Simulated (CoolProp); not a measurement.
CF4 (R14) along the isotherm 154.3 K: fugacity coefficient from the reference equation and from simpler models built on Tc = 227.4 K, pc = 37.62 bar, ω = 0.178; each cubic takes its own stable root.

Values from CoolProp's reference Helmholtz-energy equation of state, Platzer 1990. This equation is an older, rougher fit; its heat capacities, sound speeds and derivatives of the liquid may be far off and weren't checked against measurements.

| p (bar) | phase | reference | van der Waals | Redlich-Kwong | Soave-Redlich-Kwong |
|---|---|---|---|---|---|
| 25.1 | liquid | 0.07757 | 0.2536 | 0.1038 | 0.07806 |
| 50.2 | liquid | ? | 0.1494 | 0.05818 | 0.04365 |
| 75.2 | liquid | 0.03221 | 0.1172 | 0.04346 | 0.03253 |
| 100 | liquid | 0.02696 | 0.1031 | 0.03649 | ? |
| 125 | liquid | 0.02401 | 0.09644 | 0.03260 | 0.02431 |
| 150 | liquid | ? | 0.09382 | ? | 0.02257 |
| 176 | liquid | ? | 0.09377 | 0.02892 | 0.02150 |
| 201 | liquid | 0.02063 | 0.09558 | 0.02820 | 0.02094 |
| 226 | liquid | 0.02038 | 0.09883 | 0.02792 | 0.02070 |
| 251 | liquid | 0.02038 | ? | 0.02796 | 0.02070 |
| 276 | liquid | 0.02057 | 0.1091 | 0.02826 | ? |
| 301 | liquid | 0.02093 | 0.1159 | 0.02879 | 0.02127 |
| 326 | liquid | 0.02143 | 0.1240 | 0.02952 | 0.02179 |
| 351 | liquid | 0.02206 | 0.1333 | 0.03043 | 0.02243 |
| 376 | liquid | 0.02283 | ? | 0.03151 | 0.02321 |

### Question
Fill in the missing entries.

### Answer

- 50.2, reference: 0.04328
- 100, Soave-Redlich-Kwong: 0.02727
- 150, reference: 0.02227
- 150, Redlich-Kwong: 0.03031
- 176, reference: 0.02119
- 251, van der Waals: 0.1033
- 276, Soave-Redlich-Kwong: 0.02090
- 376, van der Waals: 0.1439
